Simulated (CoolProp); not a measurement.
n-butane along the isobar 43.7 bar: fugacity coefficient from the reference equation and from simpler models built on Tc = 425.1 K, pc = 37.96 bar, ω = 0.201; each cubic takes its own stable root.

The numbers come from the reference Helmholtz-energy equation of state, Bücker 2006 in CoolProp.

```
T (K)          phase  reference
-----  -------------  ---------
381.7         liquid     0.3513
403.1         liquid     0.4666
424.6         liquid     0.5883
446.1  supercritical     0.6782
467.6  supercritical     0.7310
489.1  supercritical     0.7720
510.6  supercritical     0.8054
532    supercritical     0.8331
553.5  supercritical     0.8566
575    supercritical     0.8766
```

Q: How far does each simpler model (van der Waals, Redlich-Kwong, Soave-Redlich-Kwong, Peng-Robinson) lie from the reference over these 10 states: mean and median of the absolute difference, and the worst?

A: 
- van der Waals: mean 7.4 %, median 2.9 %, worst +34.2 % at 381.7 K and 43.7 bar
- Redlich-Kwong: mean 3.2 %, median 2.3 %, worst +11.0 % at 381.7 K and 43.7 bar
- Soave-Redlich-Kwong: mean 1.0 %, median 0.4 %, worst +3.2 % at 381.7 K and 43.7 bar
- Peng-Robinson: mean 2.5 %, median 2.7 %, worst -3.3 % at 467.6 K and 43.7 bar
